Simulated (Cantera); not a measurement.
**Thermodynamics of halide evaporation, hydrolysis and transport, feed CaF2 + O2 + H2**

Feed: 1 mol CaF2, 3.5 mol O2, 0.34 mol H2, at 0.210 bar.

Equilibrium computed with Cantera from the NASA thermochemical tables; the gas is ideal and each condensed phase is pure. Candidate condensed phases: Ca, CaF2, CaO, Ca(OH)2, H2O; 29 gas species. Mutual solubility and eutectic melting of coexisting phases are not modelled. Equilibrium is a limit: real reactors are often held back by kinetics, nucleation or transport.

```tsv
T (K)	x O2	x H2O	x HF	x OH	n CaF2(s)	n CaO(s)
898	0.907	0.0926	5.81e-6	2.56e-8	1.000	0
948	0.907	0.0926	1.58e-5	8.07e-8	1.000	0
998	0.907	0.0926	3.88e-5	2.27e-7	1.000	0
1048	0.907	0.0926	8.70e-5	5.77e-7	1.000	0.000160
1098	0.907	0.0925	0.000181	1.35e-6	1.000	0.000332
1148	0.907	0.0924	0.000353	2.93e-6	0.999	0.000647
1198	0.907	0.0923	0.000647	5.96e-6	0.999	0.00119
1248	0.907	0.0920	0.00113	1.14e-5	0.998	0.00207
1298	0.906	0.0916	0.00188	2.09e-5	0.997	0.00345
1348	0.906	0.0910	0.00300	3.64e-5	0.994	0.00552
1398	0.905	0.0901	0.00462	6.10e-5	0.991	0.00850
1448	0.904	0.0889	0.00684	9.82e-5	0.987	0.0126
1498	0.903	0.0872	0.00978	0.000153	0.982	0.0180
1548	0.901	0.0851	0.0136	0.000230	0.975	0.0251
```
x: gas mole fraction; n: condensed amount in mol.

From 898 K to 998 K the condensed part is CaF2(s). From 1048 K to 1548 K the condensed part is CaF2(s) + CaO(s).
